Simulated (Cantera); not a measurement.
What does this Cantera script print?

```python
import numpy as np
import cantera as ct

gas = ct.Solution("h2o2.yaml")
gas.TPX = 500, 500000, {'H2': 1, 'O2': 0.333, 'N2': 1.25, 'H2O': 0.082}
flame = ct.FreeFlame(gas, width=0.013)
flame.set_refine_criteria(ratio=3, slope=0.08, curve=0.16)
flame.transport_model = "mixture-averaged"
flame.solve(loglevel=0, auto=True)
z, T = flame.grid, flame.T
thick = (T[-1] - T[0]) / np.gradient(T, z).max()
show = ['H2', 'O2', 'H2O', 'O', 'H2O2', 'H']
print(f"laminar burning velocity  {flame.velocity[0] * 100:.3f} cm/s")
print(f"burnt temperature         {T[-1]:.1f} K")
print(f"thermal thickness         {thick * 1e3:.4f} mm")
print(f"grid points               {len(z)}")
z0 = z[flame.heat_release_rate.argmax()]
print(f"{'z/mm':>9s}{'T/K':>9s}{'u/(m/s)':>9s}" + "".join(f"{s:>11s}" for s in show))
rows = []
for k in (-3, -2, -1.5, -1, -0.5, -0.25, 0, 0.25, 0.5, 1, 2, 4, 8):
    zz = z0 + k * thick
    rows.append([k * thick, np.interp(zz, z, T), np.interp(zz, z, flame.velocity),
                 *(np.interp(zz, z, flame.X[gas.species_index(s)]) for s in show)])
    print(f"{rows[-1][0] * 1e3:9.3f}{rows[-1][1]:9.1f}{rows[-1][2]:9.3f}" + "".join(f"{x:11.3e}" for x in rows[-1][3:]))
```

Output:

```
laminar burning velocity  613.189 cm/s
burnt temperature         2351.8 K
thermal thickness         0.0500 mm
grid points               110
     z/mm      T/K  u/(m/s)         H2         O2        H2O          O       H2O2          H
   -0.150    500.0    6.132  3.752e-01  1.250e-01  3.077e-02  2.761e-12  1.398e-12  1.324e-14
   -0.100    500.0    6.132  3.752e-01  1.250e-01  3.077e-02  1.676e-10  1.024e-10  8.135e-13
   -0.075    500.1    6.131  3.751e-01  1.250e-01  3.078e-02  1.835e-09  1.370e-09  9.047e-12
   -0.050    500.8    6.134  3.743e-01  1.251e-01  3.083e-02  3.563e-08  3.903e-08  2.991e-10
   -0.025    543.9    6.552  3.619e-01  1.267e-01  3.300e-02  6.027e-06  1.588e-05  1.892e-05
   -0.013    828.3    9.638  3.227e-01  1.201e-01  5.860e-02  2.095e-04  9.368e-05  2.355e-03
    0.000   1276.6   14.420  2.528e-01  9.090e-02  1.282e-01  1.738e-03  3.801e-05  1.660e-02
    0.013   1605.2   17.913  1.833e-01  4.779e-02  2.112e-01  3.525e-03  5.313e-06  3.538e-02
    0.025   1785.8   19.815  1.450e-01  2.040e-02  2.618e-01  3.456e-03  2.794e-06  4.420e-02
    0.050   1948.2   21.458  1.272e-01  4.946e-03  2.923e-01  2.482e-03  1.471e-06  4.197e-02
    0.100   2081.4   22.739  1.284e-01  1.659e-03  3.027e-01  1.472e-03  7.691e-07  3.096e-02
    0.200   2186.9   23.715  1.319e-01  7.700e-04  3.093e-01  7.105e-04  4.206e-07  2.039e-02
    0.400   2262.0   24.390  1.346e-01  3.094e-04  3.146e-01  2.834e-04  2.186e-07  1.244e-02
```

Model: the H2/O2 subset of GRI-Mech 3.0, which has no nitrogen chemistry, integrated in Cantera. The hydrogen kinetics of GRI-Mech 3.0 are dated; newer H2 mechanisms differ, most at raised pressure. Burning velocities carry a grid error of a few per cent, more on coarse grids.
